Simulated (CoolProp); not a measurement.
Vapour-liquid equilibrium of hydrogen chloride (1) + n-butane (2) at 261 K; x and y are mole fractions of (1).

Model: multi-fluid Helmholtz-energy mixture model, Thol 2018 and Bücker 2006; pair parameters Bell 2016, in CoolProp.

| x | bubble pressure, mixture model (MPa) | bubble pressure, Raoult's law (MPa) | y, mixture model | y, Raoult's law |
|---|---|---|---|---|
| 0.05 | 0.2189 | 0.1534 | 0.709 | 0.606 |
| 0.2 | 0.6564 | 0.4228 | 0.905 | 0.880 |
| 0.35 | 0.9803 | 0.6922 | 0.939 | 0.940 |
| 0.5 | 1.193 | 0.9616 | 0.953 | 0.967 |
| 0.65 | 1.355 | 1.231 | 0.963 | 0.982 |
| 0.8 | 1.530 | 1.500 | 0.974 | 0.992 |
| 0.95 | 1.764 | 1.770 | 0.992 | 0.998 |

The largest gap from Raoult's law is +55.3 % in bubble pressure, at x = 0.2. No azeotrope shows between x = 0.05 and 0.95.

Pair parameters are fitted to limited data, so mixtures are less certain than the pure fluids. With so large a gap from Raoult's law the liquid may split in two, which this calculation doesn't test in full.
